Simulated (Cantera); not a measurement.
Input (Python, Cantera) and output of one run.

```python
import numpy as np
import cantera as ct

gas_names = [...]  # 114 gases of nasa_gas.yaml made of C, Fe, H, O
cond_names = """
    C(gr) C6H6(L) C7H8(L) C8H18(L),n-octa Fe(a) Fe(c) Fe(d) Fe(L) FeC5O5(L) FeO(s) FeO(L) Fe(OH)2(s)
    Fe(OH)3(s) Fe2O3(s) Fe3O4(s) H2O(s) H2O(L)
""".split()


# ... load() reads the species with a 1 bar reference pressure and builds the phases ...
atoms = {
    'Fe3O4': {'Fe': 3, 'O': 4},
    'CH4': {'C': 1, 'H': 4},
    'H2': {'H': 2},
}
top_T = {'C(gr)': 4500, 'Fe2O3(s)': 1830, 'Fe3O4(s)': 1870}  # K; cautious upper limits of use, not melting points


# ... equilibrate(T, P, feed) seeds the gas with the atoms and calls Mixture.equilibrate('TP', solver="vcs", rtol=1e-11, max_steps=5000) ...
results = []
feed = {'Fe3O4': 1, 'CH4': 0.36, 'H2': 8}  # mol
T = 1598  # K
for P in [10, 52, 270, 1400, 7200, 37000, 190000, 1000000]:
    mix = equilibrate(T, P, feed)
    results.append((T, P, feed, dict(zip(mix.species_names, mix.species_moles))))

top = {s: max(r[3][s] / sum(r[3][g] for g in gas_names) for r in results) for s in gas_names}
cols = sorted((s for s in top if top[s] > 1e-05), key=lambda s: -top[s])[:7]
seen = [c for c in cond_names if any(r[3].get(c, 0) > 1e-12 for r in results)]
print("log10 of partial pressures in bar; condensed amounts in mol")
print(f"{'P/Pa':>10s}" + "".join(f"{s[:9]:>10s}" for s in cols + seen))
for T, P, feed, n in results:
    ng = sum(n[g] for g in gas_names)
    print(f"{P:10.4g}" + "".join(f"{np.log10(max(n[s] / ng * P / 1e5, 1e-99)):10.3f}" for s in cols)
          + "".join(f"{n.get(c, 0):10.4g}" for c in seen))
```

Result:

```
log10 of partial pressures in bar; condensed amounts in mol
      P/Pa        H2       H2O        CO        Fe       CO2         H        OH     Fe(c)    FeO(s)
        10    -4.188    -4.528    -5.469    -5.976    -6.286    -6.368    -8.117     2.041    0.8617
        52    -3.467    -3.807    -4.749    -5.976    -5.565    -6.007    -7.757     2.123    0.8588
       270    -2.750    -3.090    -4.032    -5.976    -4.849    -5.649    -7.399     2.139    0.8575
      1400    -2.035    -2.375    -3.317    -5.976    -4.134    -5.291    -7.041     2.142    0.8569
      7200    -1.324    -1.664    -2.606    -5.976    -3.423    -4.936    -6.685     2.143    0.8566
   3.7e+04    -0.613    -0.953    -1.895    -5.976    -2.712    -4.580    -6.330     2.143    0.8565
   1.9e+05     0.098    -0.242    -1.185    -5.976    -2.001    -4.225    -5.975     2.143    0.8564
     1e+06     0.819     0.479    -0.463    -5.976    -1.280    -3.864    -5.614     2.143    0.8565
```

Equilibrium computed with Cantera from the NASA thermochemical tables; the gas is ideal and each condensed phase is pure. Mutual solubility and eutectic melting of coexisting phases are not modelled. The tables' stoichiometric FeO is somewhat more stable than real wüstite, so its field is too wide. FeO: taken at fixed stoichiometry.
